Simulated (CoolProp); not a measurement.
Model: reference Helmholtz-energy equation of state, Lemmon 2006, in CoolProp. It is a short technical equation, of lower accuracy than the large ones.

Task: For hydrogen sulfide, give the phase and the speed of sound (m/s), viscosity (µPa s) at 682.5 K and 1.97 bar; 704.3 K and 257 bar.

Result: 
- 682.5 K and 1.97 bar: gas; speed of sound 458, viscosity 26.8
- 704.3 K and 257 bar: supercritical; speed of sound 486, viscosity 32.2

Viscosity comes from a separate model (Quiñones-Cisneros 2012).
